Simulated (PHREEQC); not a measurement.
Dissolve 0.025 mol/kgw NaHCO3, 0.13 mol/kgw Na2SO4 and 0.014 mol/kgw LiCl at 25 °C. Closed to the air; pH follows from the charge balance.

Model: ion-association model, wateq4f.dat, run in PHREEQC.

| quantity | before | after |
|---|---|---|
| pH | 7.85 | 8.13 |
| ionic strength (mol/kgw) | 0.366 | 0.0412 |
| Na+ (mol/kgw) | 0.254 | 0.0277 |
| SO4-2 (mol/kgw) | 0.0991 | 0.0121 |
| NaSO4- (mol/kgw) | 0.0296 | 0.000816 |
| Li+ (mol/kgw) | 0.0127 | 0.00136 |
| SI of Mirabilite (Na2SO4:10H2O) | -2.04 | -4.39 |
| SI of Halite (NaCl) | -4.35 | -6.16 |

Task: What was changed between the two runs?
A) NaHCO3 left out
B) LiCl from 0.014 to 0.007 mol/kgw
C) diluted 10-fold with water
D) NaHCO3 from 0.025 to 0.0225 mol/kgw
E) NaHCO3 from 0.025 to 0.0025 mol/kgw

Result: C, diluted 10-fold with water

Precipitation was switched off in this run.
